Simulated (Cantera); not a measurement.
# Reactions in the system C-Ca-H-S

Cantera with NASA thermochemical tables; ideal gases at 1 bar, condensed phases pure. Values are per mole of reaction as written; species without (g) are pure solids or liquids, kept so even where they would boil at 1 bar.

C₃H₈(g) + 10 CaS = 4 H₂S(g) + 10 Ca + 3 CS₂(g)

```json
[
 {"T (K)": "1548", "ΔH° (kJ)": "5183.9", "ΔS° (J/K)": "1186.7", "ΔG° (kJ)": "3346.8", "log10 K": "-112.93"},
 {"T (K)": "1623", "ΔH° (kJ)": "5183.9", "ΔS° (J/K)": "1186.8", "ΔG° (kJ)": "3257.8", "log10 K": "-104.85"},
 {"T (K)": "1698", "ΔH° (kJ)": "5183.8", "ΔS° (J/K)": "1186.7", "ΔG° (kJ)": "3168.8", "log10 K": "-97.48"},
 {"T (K)": "1773", "ΔH° (kJ)": "5183.4", "ΔS° (J/K)": "1186.5", "ΔG° (kJ)": "3079.8", "log10 K": "-90.73"},
 {"T (K)": "1848", "ΔH° (kJ)": "5182.9", "ΔS° (J/K)": "1186.2", "ΔG° (kJ)": "2990.9", "log10 K": "-84.54"},
 {"T (K)": "1923", "ΔH° (kJ)": "5182.1", "ΔS° (J/K)": "1185.7", "ΔG° (kJ)": "2901.9", "log10 K": "-78.82"}
]
```
